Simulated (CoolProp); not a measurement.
The numbers come from the reference Helmholtz-energy equation of state, Schmidt 1985 in CoolProp.

Q: For oxygen, give the phase and the Z, cp (kJ/(kg K)), speed of sound (m/s), expansivity (1/kK) at 82.6 K and 101 kPa.

A: 
- 82.6 K and 101 kPa: liquid; Z 0.00399, cp 1.68, speed of sound 967, expansivity 4.06
